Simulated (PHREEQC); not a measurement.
Solution A (5.2 mmol/kgw KOH) is mixed with solution B (0.04 mol/kgw CdSO4 and 0.0023 mol/kgw H3BO3) at 15 °C; shares are by mass of water, 1 kg in all. O2 is buffered at 0.21 atm. No CO2 enters from the air. Nothing may precipitate in this run.

Model: ion-association model, wateq4f.dat, run in PHREEQC.

| share of solution B | pH | H3BO3 (mol/kgw) | Cd+2 (mol/kgw) | SO4-2 (mol/kgw) | CdSO4 (mol/kgw) | H2BO3- (mol/kgw) | Cd(SO4)2-2 (mol/kgw) |
|---|---|---|---|---|---|---|---|
| 0 | 12.03 | 0 | 0 | 0 | 0 | 0 | 0 |
| 0.1 | 10.39 | 1.62e-5 | 0.00104 | 0.00349 | 0.000411 | 0.000214 | … |
| 0.2 | 10.08 | 6.01e-5 | 0.00359 | 0.00583 | 0.00184 | 0.000400 | 0.000127 |
| 0.4 | … | 0.000210 | 0.00833 | 0.00954 | 0.00519 | 0.000709 | 0.000592 |
| 0.5 | 9.61 | … | 0.0106 | 0.0111 | … | … | 0.000926 |
| 0.6 | 9.43 | … | 0.0128 | 0.0126 | 0.00872 | 0.000856 | 0.00132 |
| 0.8 | 8.93 | 0.00121 | 0.0171 | … | 0.0122 | 0.000635 | 0.00224 |
| 0.9 | 8.52 | 0.00171 | 0.0191 | 0.0165 | 0.0140 | 0.000355 | 0.00276 |
| 1 | 5.99 | 0.00230 | 0.0210 | 0.0177 | 0.0157 | 1.43e-6 | 0.00332 |

Fill in the missing entries.


- 0.1, Cd(SO4)2-2 (mol/kgw): 1.70e-5
- 0.4, pH: 9.76
- 0.5, H3BO3 (mol/kgw): 0.000337
- 0.5, CdSO4 (mol/kgw): 0.00695
- 0.5, H2BO3- (mol/kgw): 0.000813
- 0.6, H3BO3 (mol/kgw): 0.000524
- 0.8, SO4-2 (mol/kgw): 0.0152

Somewhere in this series the solution is supersaturated in solids that the run did not let form, among them Cd(OH)2, Cd(BO2)2. Species that the database lacks are ignored. The anhydrous metaborates of the database seldom form from water, and their constants weren't checked at source.
